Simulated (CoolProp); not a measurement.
Saturation properties of octamethyltrisiloxane (MDM).

Computed with CoolProp (reference Helmholtz-energy equation of state, Thol 2017).

```
T (°C)  p (bar)  liquid density (kg/m³)  liquid cp (kJ/(kg K))  surface tension (mN/m)
------  -------  ----------------------  ---------------------  ----------------------
87.45    0.1234                   750.5                  1.937                    11.2
103.25   0.2245                   733.1                  1.979                    9.96
118.95   0.3827                   715.4                  2.020                    8.76
134.75   0.6210                   696.9                  2.063                    7.61
150.55   0.9631                   677.6                  2.107                    6.51
166.25    1.433                   657.4                  2.152                    5.47
182.05    2.066                   635.9                  2.200                    4.48
197.85    2.892                   612.9                  2.252                    3.56
213.55    3.941                   587.9                  2.311                    2.72
229.35    5.264                   560.0                  2.383                    1.95
```

It boils at 152.5 °C under 1 atm.

Surface tension comes from a separate correlation (Mulero 2014), older than this fluid's equation and unchecked against measurements.
